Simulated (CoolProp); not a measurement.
Saturated liquid density (kg/m³) of isobutane: the reference equation beside estimates from Tc = 407.8 K, pc = 3.629 MPa, ω = 0.184.

Values from CoolProp's reference Helmholtz-energy equation of state, Bücker 2006.

```json
[
 {"T (K)": "305.1", "reference": "541.8", "van der Waals": "339.4", "Soave-Redlich-Kwong": "501.8"},
 {"T (K)": "309.6", "reference": "535.9", "van der Waals": "335.6", "Soave-Redlich-Kwong": "495.1"},
 {"T (K)": "314.1", "reference": "529.9", "van der Waals": "331.7", "Soave-Redlich-Kwong": "488.2"},
 {"T (K)": "318.6", "reference": "523.8", "van der Waals": "327.7", "Soave-Redlich-Kwong": "481.1"},
 {"T (K)": "323.1", "reference": "517.4", "van der Waals": "323.6", "Soave-Redlich-Kwong": "473.7"},
 {"T (K)": "327.7", "reference": "510.8", "van der Waals": "319.2", "Soave-Redlich-Kwong": "466.0"},
 {"T (K)": "332.2", "reference": "504.1", "van der Waals": "314.8", "Soave-Redlich-Kwong": "458.1"},
 {"T (K)": "336.7", "reference": "497.3", "van der Waals": "310.3", "Soave-Redlich-Kwong": "449.9"},
 {"T (K)": "341.2", "reference": "490.2", "van der Waals": "305.7", "Soave-Redlich-Kwong": "441.4"},
 {"T (K)": "345.7", "reference": "482.8", "van der Waals": "300.8", "Soave-Redlich-Kwong": "432.5"},
 {"T (K)": "350.2", "reference": "475.1", "van der Waals": "295.8", "Soave-Redlich-Kwong": "423.3"},
 {"T (K)": "354.7", "reference": "467.1", "van der Waals": "290.5", "Soave-Redlich-Kwong": "413.7"},
 {"T (K)": "359.2", "reference": "458.8", "van der Waals": "285.1", "Soave-Redlich-Kwong": "403.5"},
 {"T (K)": "363.8", "reference": "449.7", "van der Waals": "279.2", "Soave-Redlich-Kwong": "392.7"}
]
```

Absolute difference from the reference over all 14 rows, mean and median: van der Waals 37.6 and 37.6 %, Soave-Redlich-Kwong 9.6 and 9.3 %.
